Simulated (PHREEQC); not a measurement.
MgCl2 is added in steps, without added water, to 1 kg of water holding 1.6 mmol/kgw PbCl2, 75 mmol/kgw HNO3 and 2.6 mmol/kgw Na2SO4, at 25 °C. O2 is buffered at 0.21 atm. No CO2 enters from the air. Only these solids could form: Brucite, Pb(OH)2, Anglesite, Cotunnite, Laurionite, Larnakite, Halite, Mirabilite, Epsomite.

Base run: PHREEQC, ion-association model, wateq4f.dat. Each further column changes one thing. The table gives pH.

```csv
MgCl2 added (mol),base,Davies equation for every ion,Debye-Hückel limiting law,metal-ligand complexes left out
0,1.21,1.23,1.28,1.21
0.022,1.22,1.25,1.33,1.22
0.044,1.23,1.26,1.37,1.23
0.066,1.24,1.26,1.40,1.24
0.088,1.24,1.27,1.43,1.24
0.11,1.24,1.27,1.46,1.24
0.132,1.25,1.27,1.48,1.25
0.154,1.25,1.26,1.50,1.25
0.176,1.25,1.26,1.53,1.25
0.198,1.25,1.26,1.55,1.25
0.22,1.25,1.25,1.57,1.25
```

The ionic strength passes 0.7 mol/kgw, the rough limit of the ion-association models, in part of: base; Davies equation for every ion; Debye-Hückel limiting law; metal-ligand complexes left out.
